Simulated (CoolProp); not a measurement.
Vapour-liquid equilibrium of carbon dioxide (1) + isobutane (2) at 253.3 K; x and y are mole fractions of (1).

Values from CoolProp's multi-fluid Helmholtz-energy mixture model, Span 1996 and Bücker 2006; pair parameters Kunz 2012.

Question: Give the bubble pressure and the first vapour's composition at x = 0.2, 0.35, 0.5. Is there an azeotrope?

Answer: x = 0.2: 0.6562 MPa, y = 0.893; x = 0.35: 1.011 MPa, y = 0.934; x = 0.5: 1.265 MPa, y = 0.951. No azeotrope shows between x = 0.05 and 0.95.

Pair parameters are fitted to limited data, so mixtures are less certain than the pure fluids.
